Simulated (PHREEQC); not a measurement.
0.1 g of hydrous ferric oxide (600 m²/g; 0.2 weak and 0.005 strong sites per Fe, Dzombak-Morel constants, diffuse double layer) in 1 kg of water with 0.3 mol/kgw of an inert sodium salt and 3.5e-05 mol/kgw Ag2SO4, at 25 °C; the pH is set by adding NaOH or the inert anion's acid. Oxygen alone is held at its pressure in air (log pO2 = -0.68). The system is closed to CO2. Nothing may precipitate in this run.

The series has 13 steps of pH, from 4 to 12.

Model: ion-association model, wateq4f.dat, run in PHREEQC.

Question: Near which pH is half of the Ag sorbed, and on which side is more sorbed?

Answer: Near pH 9.2, with more sorbed at higher pH.
